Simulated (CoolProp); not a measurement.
Vapour-liquid equilibrium of propylene (1) + n-hexane (2) at 252.1 K; x and y are mole fractions of (1).

Computed with CoolProp (multi-fluid Helmholtz-energy mixture model, Lemmon 2013 and Thol 2019; pair parameters Bell 2016).

| x | bubble pressure, mixture model (MPa) | bubble pressure, Raoult's law (MPa) | y, mixture model | y, Raoult's law |
|---|---|---|---|---|
| 0.05 | 0.02634 | 0.01638 | 0.935 | 0.899 |
| 0.2 | 0.07395 | 0.06030 | 0.979 | 0.977 |
| 0.35 | 0.1085 | 0.1042 | 0.987 | 0.989 |
| 0.5 | 0.1439 | 0.1481 | 0.992 | 0.994 |
| 0.65 | 0.1843 | 0.1920 | 0.995 | 0.997 |
| 0.8 | 0.2301 | 0.2359 | 0.998 | 0.999 |
| 0.95 | 0.2784 | 0.2799 | 1.000 | 1.000 |

The largest gap from Raoult's law is +60.8 % in bubble pressure, at x = 0.05. No azeotrope shows between x = 0.05 and 0.95.

Pair parameters are fitted to limited data, so mixtures are less certain than the pure fluids. The gap from Raoult's law changes sign with composition, which may be real or a fault of the pair parameters; it wasn't checked against measurements. With so large a gap from Raoult's law the liquid may split in two, which this calculation doesn't test in full.
